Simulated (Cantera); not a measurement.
A perfectly stirred reactor is fed with CO : H2 : CH4 : O2 : N2 = 1 : 0.41 : 0.98 : 1.9 : 7.16 (molar parts), equivalence ratio 1.4, at 140000 Pa; it is adiabatic with a 575 K inlet, and is followed from long to short residence time, starting on the burning branch (τ in s: 0.024, 0.012, 0.0063, 0.0032, 0.0016, 0.00084, 0.00043, 0.00022, 0.00011, 5.7e-05, 2.9e-05, 1.5e-05).

Detailed kinetics in Cantera: GRI-Mech 3.0 (53 species, 325 reactions).

Question: What does this change do: O2 1.9 to 2.4 parts?

Answer: 
| quantity | before | after |
|---|---|---|
| blow-out, bracketed by the residence times tried | burning at 57.0 µs, out at 29.0 µs | burning at 15.0 µs, the shortest tried |
| x(CO) at τ = 24.0 ms | 0.0954 | 0.0553 |
| x(H2) at τ = 24.0 ms | 0.0376 | 0.0140 |
| x(CH4) at τ = 24.0 ms | 1.44e-5 | 2.30e-6 |
| x(CH2) at τ = 24.0 ms | 6.47e-7 | 1.63e-7 |
| x(NO2) at τ = 24.0 ms | 9.91e-9 | 6.32e-7 |
| x(CO) at τ = 0.430 ms | 0.0970 | 0.0685 |
| x(H2) at τ = 0.430 ms | 0.0390 | 0.0198 |
| x(CH4) at τ = 0.430 ms | 0.000139 | 6.56e-5 |
| x(CH2) at τ = 0.430 ms | 6.31e-6 | 3.00e-6 |
| x(NO2) at τ = 0.430 ms | 1.01e-8 | 5.48e-8 |

Question: What does this change do: CH4 0.98 to 0.7 parts?

Answer: 
```csv
quantity,before,after
"blow-out, bracketed by the residence times tried","burning at 57.0 µs, out at 29.0 µs","burning at 29.0 µs, out at 15.0 µs"
x(CO) at τ = 24.0 ms,0.0954,0.0430
x(H2) at τ = 24.0 ms,0.0376,0.00972
x(CH4) at τ = 24.0 ms,1.44e-5,3.48e-6
x(CH2) at τ = 24.0 ms,6.47e-7,2.07e-7
x(NO2) at τ = 24.0 ms,9.91e-9,2.64e-7
x(CO) at τ = 0.430 ms,0.0970,0.0601
x(H2) at τ = 0.430 ms,0.0390,0.0162
x(CH4) at τ = 0.430 ms,0.000139,7.14e-5
x(CH2) at τ = 0.430 ms,6.31e-6,2.25e-6
x(NO2) at τ = 0.430 ms,1.01e-8,2.45e-8
```
